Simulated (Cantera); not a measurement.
Equilibrium for iron carbonyl, mercury and lead vapours: PbO + H2

A closed system holds: 1 mol PbO, 21 mol H2, at 28.0 mbar.

Cantera equilibrium calculation (NASA polynomials, part measured and part estimated; ideal gas, pure solids and liquids). Candidate condensed phases: H2O, Pb, PbO, PbO2, Pb3O4; 12 gas species. Rates play no part.

From 250 °C to 325 °C the condensed part is Pb(s). From 350 °C to 575 °C the condensed part is Pb(l).

| T (°C) | x H2 | x H2O | x Pb | n Pb(s) | n Pb(l) |
|---|---|---|---|---|---|
| 250 | 0.952 | 0.0476 | <1e-12 | 1.00 | 0 |
| 275 | 0.952 | 0.0476 | 4.67e-12 | 1.00 | 0 |
| 300 | 0.952 | 0.0476 | 2.97e-11 | 1.00 | 0 |
| 325 | 0.952 | 0.0476 | 1.62e-10 | 1.00 | 0 |
| 350 | 0.952 | 0.0476 | 7.41e-10 | 0 | 1.00 |
| 375 | 0.952 | 0.0476 | 3.00e-9 | 0 | 1.00 |
| 400 | 0.952 | 0.0476 | 1.09e-8 | 0 | 1.00 |
| 425 | 0.952 | 0.0476 | 3.63e-8 | 0 | 1.000 |
| 450 | 0.952 | 0.0476 | 1.11e-7 | 0 | 1.000 |
| 475 | 0.952 | 0.0476 | 3.13e-7 | 0 | 1.000 |
| 500 | 0.952 | 0.0476 | 8.25e-7 | 0 | 1.000 |
| 525 | 0.952 | 0.0476 | 2.05e-6 | 0 | 1.000 |
| 550 | 0.952 | 0.0476 | 4.80e-6 | 0 | 1.000 |
| 575 | 0.952 | 0.0476 | 1.07e-5 | 0 | 1.000 |
x: gas mole fraction; n: condensed amount in mol.
